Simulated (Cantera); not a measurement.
Source: NASA polynomial tables (part measured, part estimated), evaluated in Cantera. Values are per mole of reaction as written; species without (g) are pure solids or liquids, kept so even where they would boil at 1 bar. ZrN: taken at fixed stoichiometry.

5 NO(g) + ZrN ⇌ 3 N₂O(g) + ZrO₂(g)

```
T (K)  ΔH° (kJ)  ΔS° (J/K)  ΔG° (kJ)  log10 K
-----  --------  ---------  --------  -------
1975     -139.0     -172.0     200.7    -5.31
2025          …          …         …        …
2075     -139.2     -172.1     217.9    -5.49
2125     -139.4     -172.2     226.5    -5.57
2175          …          …         …        …
2225     -139.7     -172.3     243.7    -5.72
2275     -139.9     -172.4     252.4    -5.79
```

Q: Fill in the missing entries.

A: 
- 2025, ΔH° (kJ): -139.1
- 2025, ΔS° (J/K): -172.0
- 2025, ΔG° (kJ): 209.3
- 2025, log10 K: -5.40
- 2175, ΔH° (kJ): -139.5
- 2175, ΔS° (J/K): -172.3
- 2175, ΔG° (kJ): 235.1
- 2175, log10 K: -5.65
